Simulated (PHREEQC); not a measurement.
Dissolve 3.8 mmol/kgw Zn(NO3)2 at 20 °C. Closed to the air; pH follows from the charge balance.

Equilibrium calculation in PHREEQC: ion-association model, wateq4f.dat.

Problem. The ionic strength comes out as 0.0114 mol/kgw. What activity coefficients do Zn+2, NO3-, ZnOH+, H+ get?

Solution. Zn+2 0.66, NO3- 0.89, ZnOH+ 0.90, H+ 0.91.

Precipitation was switched off in this run. Species that the database lacks are ignored.
